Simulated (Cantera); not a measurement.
An adiabatic, constant-pressure homogeneous reactor starts with H2 : O2 : N2 = 1 : 1.16 : 4.37 (molar parts), at 950 K and 760 Torr.

Model: the H2/O2 subset of GRI-Mech 3.0, which has no nitrogen chemistry, integrated in Cantera.

x: mole fraction; the columns are a selection and need not sum to one.

| t (s) | T (K) | x H2 | x O2 | x HO2 | x H2O | x H | x OH | x O |
|---|---|---|---|---|---|---|---|---|
| 1.00e-6 | 950 | 0.153 | 0.178 | 5.11e-12 | <1e-12 | 4.33e-12 | <1e-12 | <1e-12 |
| 4.33e-6 | 950 | 0.153 | 0.178 | 2.64e-11 | 2.88e-12 | 1.58e-11 | <1e-12 | 1.78e-12 |
| 1.87e-5 | 950 | 0.153 | 0.178 | 1.78e-10 | 6.70e-11 | 5.55e-11 | 3.37e-12 | 1.13e-11 |
| 8.11e-5 | 950 | 0.153 | 0.178 | ? | 1.15e-9 | 1.80e-10 | 1.19e-11 | 4.22e-11 |
| 0.000351 | 950 | 0.153 | 0.178 | ? | 1.30e-8 | 3.79e-10 | 2.56e-11 | 9.12e-11 |
| 0.00152 | 950 | 0.153 | 0.178 | ? | 1.19e-7 | 9.17e-10 | 6.21e-11 | 2.21e-10 |
| 0.00658 | 950 | 0.153 | 0.178 | ? | 7.71e-6 | 3.98e-8 | 2.90e-9 | 9.55e-9 |
| 0.0285 | 2047 | 0.000203 | 0.109 | 2.67e-6 | 0.164 | 3.17e-5 | 0.00278 | 0.000314 |
| 0.123 | 2047 | 0.000203 | 0.109 | 2.67e-6 | 0.164 | 3.17e-5 | 0.00278 | 0.000314 |
| 0.534 | 2047 | 0.000203 | 0.109 | 2.67e-6 | 0.164 | 3.17e-5 | 0.00278 | 0.000314 |
| 2.31 | 2047 | 0.000203 | 0.109 | 2.67e-6 | 0.164 | 3.17e-5 | 0.00278 | 0.000314 |
| 10.0 | 2047 | 0.000203 | 0.109 | 2.67e-6 | 0.164 | 3.17e-5 | 0.00278 | 0.000314 |

**Question.** Fill in the missing entries.

**Answer.** 
- 8.11e-5, x HO2: 1.70e-9
- 0.000351, x HO2: 1.59e-8
- 0.00152, x HO2: 1.32e-7
- 0.00658, x HO2: 6.50e-6
